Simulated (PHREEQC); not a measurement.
A solution holds 0.016 mol/kgw NiSO4, 0.0019 mol/kgw NiCl2, 0.00043 mol/kgw H2SO4 and 0.0044 mol/kgw Na2SO4, at 20 °C. Closed to the air; pH follows from the charge balance.

Equilibrium calculation in PHREEQC: ion-association model, wateq4f.dat.

Precipitation was switched off in this run.

Problem. Order these S species by the share of S that they hold, largest first: SO4-2, NiSO4, NaSO4-, HSO4-.

Solution. SO4-2 (68 %), NiSO4 (29 %), HSO4- (1.5 %), NaSO4- (1.2 %)

The pH is 3.33 and the ionic strength 0.0589 mol/kgw.
